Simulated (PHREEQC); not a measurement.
Solution (75 °C): 60 mmol/kgw (NH4)2HPO4 and 0.16 mmol/kgw NH4Br. Closed to the air; pH follows from the charge balance.

The numbers come from PHREEQC with the ion-association model, wateq4f.dat.

```
Item                     Result
----------------  -------------
pH                         7.20
ionic strength    0.151 mol/kgw
total alkalinity    60.0 meq/kg
```

| species | molality | activity | log γ |
|---|---|---|---|
| NH4+ | 0.106 | 0.0780 | -0.133 |
| HPO4-2 | 0.0457 | 0.0135 | -0.531 |
| H2PO4- | 0.0143 | 0.0107 | -0.129 |
| NH3 | 0.0143 | 0.0143 | 0.000 |
| Br- | 0.000160 | 0.000118 | -0.133 |
| OH- | 4.40e-6 | 3.11e-6 | -0.151 |
| PO4-3 | 3.57e-6 | 2.28e-7 | -1.194 |
| H3PO4 | 1.58e-7 | 1.64e-7 | 0.015 |
| H+ | 7.89e-8 | 6.26e-8 | -0.101 |

Precipitation was switched off in this run. H3PO4, which wateq4f.dat lacks, is added to it with the constant of phreeqc.dat. At this temperature some constants are extrapolated from 25 °C, and those without enthalpy data are left unchanged.
